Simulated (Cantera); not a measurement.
Charge: 1 mol Si2Cl6, 2.6 mol NH3, equilibrated at 848 K and 10000 Pa.

Equilibrium computed with Cantera from the NASA thermochemical tables; the gas is ideal and each condensed phase is pure. Candidate condensed phases: NH4Cl, Si, Si3N4; 28 gas species. The feed counts by its element totals alone. The numbers say what is thermodynamically allowed, not how fast it happens.

Base state: H2 0.416, HCl 0.357, SiCl4 0.139, N2 0.0878, SiHCl3 0.000262, NH3 1.50e-5 (mole fractions); condensed: Si3N4(s).

**Question.** What changes in the equilibrium state with this change: 0.074 mol HF added?

**Answer.** 
```json
[
 {"species": "H2", "before": "0.416", "after": "0.415"},
 {"species": "HCl", "before": "0.357", "after": "0.356"},
 {"species": "SiCl4", "before": "0.139", "after": "0.137"},
 {"species": "SiF4", "before": "0", "after": "0.00278"},
 {"species": "N2", "before": "0.0878", "after": "0.0883"},
 {"species": "HF", "before": "0", "after": "3.74e-5"},
 {"species": "SiHCl3", "before": "0.000262", "after": "0.000259"},
 {"species": "NH3", "before": "1.50e-5", "after": "1.50e-5"},
 {"species": "Si3N4(s), mol", "before": "0.362", "after": "0.357"}
]
```

**Question.** What changes in the equilibrium state with this change: NH3 from 2.6 to 0.34 mol?

**Answer.** 
```csv
species,before,after
SiCl4,0.139,0.704
H2,0.416,0.220
SiHCl3,0.000262,0.0704
HCl,0.357,0.00358
N2,0.0878,<1e-9
SiCl2,2.56e-9,6.87e-5
NH3,1.50e-5,<1e-9
SiH2Cl2,4.34e-8,0.000617
SiCl3,2.22e-6,0.000819
"Si3N4(s), mol",0.362,0.0850
"Si(s), mol",0,0.211
```
The tables' values for SiCl3 are old estimates; treat these amounts as uncertain.
